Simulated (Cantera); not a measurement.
# B₂H₆ + H₂O + H₂ (boron, boron nitride and boron oxide)

Charge: 1 mol B₂H₆, 0.66 mol H₂O, 22 mol H₂, at 2175 K.

Equilibrium computed with Cantera from the NASA thermochemical tables; the gas is ideal and each condensed phase is pure. Candidate condensed phases: B, B₂O₃, B₃O₃H₃, H₂O; 23 gas species. The feed counts by its element totals alone. The tables' values for BH₂ are old estimates; treat these amounts as uncertain. Gases not in the tables: B₂H₆ and higher boranes. Rates play no part.

From 10.0 Pa to 100000 Pa the condensed part is B(s). The main B-bearing gas is B at 10.0 Pa and HBO at 100000 Pa.

```csv
P (Pa),log p H₂,log p H,log p HBO,log p B,log p BO,n B(s)
10,-4.23,-4.43,-6.66,-5.71,-5.76,0.658
28,-3.69,-4.16,-5.94,-5.71,-5.31,1.09
77,-3.20,-3.91,-5.29,-5.71,-4.91,1.23
220,-2.71,-3.67,-4.67,-5.71,-4.53,1.28
600,-2.26,-3.44,-4.11,-5.71,-4.20,1.30
1700,-1.80,-3.21,-3.57,-5.71,-3.89,1.30
4600,-1.36,-2.99,-3.08,-5.71,-3.62,1.31
13000,-0.90,-2.76,-2.59,-5.71,-3.35,1.31
36000,-0.46,-2.54,-2.12,-5.71,-3.11,1.31
100000,-0.01,-2.32,-1.66,-5.71,-2.88,1.31
```
log p: log10 of the partial pressure in bar; n: condensed amount in mol.
